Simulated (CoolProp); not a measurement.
Saturation properties of n-nonane.

Computed with CoolProp (reference Helmholtz-energy equation of state, Lemmon 2006). It is a short technical equation, of lower accuracy than the large ones.

```json
[
 {"T (°C)": "183.95", "p (kPa)": "226.2", "liquid density (kg/m³)": "576.9", "surface tension (mN/m)": "8.49", "liquid viscosity (µPa s)": "164"},
 {"T (°C)": "192.65", "p (kPa)": "273.1", "liquid density (kg/m³)": "568.0", "surface tension (mN/m)": "7.81", "liquid viscosity (µPa s)": "154"},
 {"T (°C)": "201.35", "p (kPa)": "327.1", "liquid density (kg/m³)": "558.7", "surface tension (mN/m)": "7.15", "liquid viscosity (µPa s)": "144"},
 {"T (°C)": "210.05", "p (kPa)": "389.0", "liquid density (kg/m³)": "549.2", "surface tension (mN/m)": "6.51", "liquid viscosity (µPa s)": "(withheld)"},
 {"T (°C)": "218.65", "p (kPa)": "458.4", "liquid density (kg/m³)": "539.3", "surface tension (mN/m)": "5.88", "liquid viscosity (µPa s)": "(withheld)"},
 {"T (°C)": "227.35", "p (kPa)": "538.0", "liquid density (kg/m³)": "528.9", "surface tension (mN/m)": "5.26", "liquid viscosity (µPa s)": "118"},
 {"T (°C)": "236.05", "p (kPa)": "627.6", "liquid density (kg/m³)": "518.0", "surface tension (mN/m)": "4.65", "liquid viscosity (µPa s)": "110"},
 {"T (°C)": "244.75", "p (kPa)": "728.1", "liquid density (kg/m³)": "506.4", "surface tension (mN/m)": "4.06", "liquid viscosity (µPa s)": "102"},
 {"T (°C)": "253.35", "p (kPa)": "839.2", "liquid density (kg/m³)": "494.2", "surface tension (mN/m)": "3.49", "liquid viscosity (µPa s)": "(withheld)"},
 {"T (°C)": "262.05", "p (kPa)": "964.3", "liquid density (kg/m³)": "481.0", "surface tension (mN/m)": "2.94", "liquid viscosity (µPa s)": "87.6"},
 {"T (°C)": "270.75", "p (kPa)": "1103", "liquid density (kg/m³)": "466.6", "surface tension (mN/m)": "2.41", "liquid viscosity (µPa s)": "80.5"},
 {"T (°C)": "279.45", "p (kPa)": "1258", "liquid density (kg/m³)": "450.6", "surface tension (mN/m)": "1.90", "liquid viscosity (µPa s)": "73.4"},
 {"T (°C)": "288.05", "p (kPa)": "1427", "liquid density (kg/m³)": "432.7", "surface tension (mN/m)": "1.42", "liquid viscosity (µPa s)": "66.3"}
]
```

Question: Some entries are withheld; supply them.

Answer: 
- 210.05, liquid viscosity (µPa s): 135
- 218.65, liquid viscosity (µPa s): 126
- 253.35, liquid viscosity (µPa s): 94.9

It boils at 150.8 °C under 1 atm.

Viscosity comes from a separate model (Huber 2004). Surface tension comes from a separate correlation (Mulero 2012).
